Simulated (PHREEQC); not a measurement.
Make-up at 65 °C: 0.14 mol/kgw Pb(NO3)2, 0.00033 mol/kgw MgSO4 and 0.0026 mol/kgw NaCl. Closed to the air; pH follows from the charge balance.

All values are PHREEQC results (ion-association model, phreeqc.dat), not measurements.

No solid was allowed to form.

Task: Order these Pb species by the share of Pb that they hold, largest first: PbNO3+, PbSO4, Pb+2, PbCl+.

Result: Pb+2 (56 %), PbNO3+ (43 %), PbCl+ (1.2 %), PbSO4 (0.17 %)

The pH is 4.24 and the ionic strength 0.300 mol/kgw. Saturation is exceeded, for instance for Anglesite; the values hold only as long as no solid forms. Species that the database lacks are ignored. At this temperature some constants are extrapolated from 25 °C, and those without enthalpy data are left unchanged.
